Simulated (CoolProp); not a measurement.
Octamethyltrisiloxane (MDM) along the isotherm 453.5 K: Z from the reference equation and from simpler models built on Tc = 565.4 K, pc = 1438 kPa, ω = 0.528; each cubic takes its own stable root.

Computed with CoolProp (reference Helmholtz-energy equation of state, Thol 2017).

| p (kPa) | phase | reference |
|---|---|---|
| 22.7 | gas | 0.9877 |
| 34.3 | gas | 0.9813 |
| 51.7 | gas | 0.9716 |
| 78 | gas | 0.9564 |
| 118 | gas | 0.9324 |
| 178 | gas | 0.8937 |
| 268 | liquid | 0.02632 |
| 404 | liquid | 0.03962 |
| 610 | liquid | 0.05970 |
| 920 | liquid | 0.08976 |
| 1390 | liquid | 0.1350 |
| 2090 | liquid | 0.2018 |
| 3160 | liquid | 0.3024 |
| 4760 | liquid | 0.4503 |
| 7190 | liquid | 0.6700 |

Task: How far does each simpler model (van der Waals, Redlich-Kwong, Soave-Redlich-Kwong, Peng-Robinson) lie from the reference over these 15 states: mean and median of the absolute difference, and the worst?

Result: 
- van der Waals: mean 384.2 %, median 55.5 %, worst +3308.8 % at 453.5 K and 268 kPa
- Redlich-Kwong: mean 222.8 %, median 13.4 %, worst +3197.9 % at 453.5 K and 268 kPa
- Soave-Redlich-Kwong: mean 5.5 %, median 7.5 %, worst +10.5 % at 453.5 K and 268 kPa
- Peng-Robinson: mean 2.1 %, median 2.7 %, worst -5.1 % at 453.5 K and 7190 kPa

At some of these states van der Waals, Redlich-Kwong gives the other phase, because its saturation line lies elsewhere.
